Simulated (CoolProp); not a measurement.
Vapour-liquid equilibrium of R1234yf (1) + R1234ze(E) (2) at -66.95 °C; x and y are mole fractions of (1).

The numbers come from the multi-fluid Helmholtz-energy mixture model, Lemmon 2022 and Thol 2016; pair parameters Bell 2022 in CoolProp.

```csv
x,"bubble pressure, mixture model (kPa)","bubble pressure, Raoult's law (kPa)","y, mixture model","y, Raoult's law"
0.05,7.305,7.245,(withheld),0.094
0.125,7.870,7.748,0.229,0.220
0.2,8.408,8.251,0.338,0.330
0.275,8.925,8.755,0.432,0.428
0.35,9.427,9.258,0.516,0.515
0.425,9.919,9.761,0.591,0.593
0.5,10.40,10.26,0.659,0.663
0.575,10.89,10.77,0.721,0.727
0.65,11.37,11.27,(withheld),0.785
0.725,11.85,11.77,0.833,0.839
0.8,12.33,12.28,(withheld),0.887
0.875,12.81,12.78,0.929,0.932
0.95,13.30,13.28,0.973,0.974
```

**Question.** Complete the blanks.

**Answer.** 
- 0.05, y, mixture model: 0.101
- 0.65, y, mixture model: 0.779
- 0.8, y, mixture model: 0.883

The largest gap from Raoult's law is +1.9 % in bubble pressure, at x = 0.275. No azeotrope shows between x = 0.05 and 0.95.

Pair parameters are fitted to limited data, so mixtures are less certain than the pure fluids.
